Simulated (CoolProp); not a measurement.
Aqueous lithium chloride as a coolant, at 28 °C, 1 atm.

Model: Melinder's fits for secondary coolants, in CoolProp.

```json
[
 {"mass %": "1", "freezing point (°C)": "-0.7", "cp (kJ/(kg K))": "4.125", "viscosity (mPa s)": "0.864", "density (kg/m³)": "1002", "Prandtl number": "5.86"},
 {"mass %": "3", "freezing point (°C)": "-2.6", "cp (kJ/(kg K))": "4.019", "viscosity (mPa s)": "0.929", "density (kg/m³)": "1013", "Prandtl number": "6.19"},
 {"mass %": "5", "freezing point (°C)": "-5.1", "cp (kJ/(kg K))": "3.918", "viscosity (mPa s)": "0.994", "density (kg/m³)": "1025", "Prandtl number": "6.51"},
 {"mass %": "7", "freezing point (°C)": "-7.7", "cp (kJ/(kg K))": "3.822", "viscosity (mPa s)": "1.06", "density (kg/m³)": "?", "Prandtl number": "6.86"},
 {"mass %": "8.9", "freezing point (°C)": "-10.4", "cp (kJ/(kg K))": "3.734", "viscosity (mPa s)": "?", "density (kg/m³)": "1047", "Prandtl number": "?"},
 {"mass %": "10.9", "freezing point (°C)": "-13.8", "cp (kJ/(kg K))": "?", "viscosity (mPa s)": "1.23", "density (kg/m³)": "1059", "Prandtl number": "7.66"},
 {"mass %": "12.9", "freezing point (°C)": "-18.1", "cp (kJ/(kg K))": "3.563", "viscosity (mPa s)": "1.32", "density (kg/m³)": "1070", "Prandtl number": "8.15"},
 {"mass %": "14.8", "freezing point (°C)": "-23.3", "cp (kJ/(kg K))": "3.488", "viscosity (mPa s)": "1.43", "density (kg/m³)": "1082", "Prandtl number": "8.68"},
 {"mass %": "16.8", "freezing point (°C)": "-30.1", "cp (kJ/(kg K))": "?", "viscosity (mPa s)": "1.55", "density (kg/m³)": "1093", "Prandtl number": "?"},
 {"mass %": "18.8", "freezing point (°C)": "-38.4", "cp (kJ/(kg K))": "3.343", "viscosity (mPa s)": "1.69", "density (kg/m³)": "1106", "Prandtl number": "10.0"},
 {"mass %": "20.8", "freezing point (°C)": "-47.7", "cp (kJ/(kg K))": "3.281", "viscosity (mPa s)": "1.85", "density (kg/m³)": "1118", "Prandtl number": "10.8"},
 {"mass %": "22.7", "freezing point (°C)": "-56.9", "cp (kJ/(kg K))": "3.232", "viscosity (mPa s)": "2.02", "density (kg/m³)": "1130", "Prandtl number": "11.7"}
]
```

**Question.** What belongs in the gaps?

**Answer.** 
- 7, density (kg/m³): 1036
- 8.9, viscosity (mPa s): 1.14
- 8.9, Prandtl number: 7.23
- 10.9, cp (kJ/(kg K)): 3.647
- 16.8, cp (kJ/(kg K)): 3.413
- 16.8, Prandtl number: 9.30
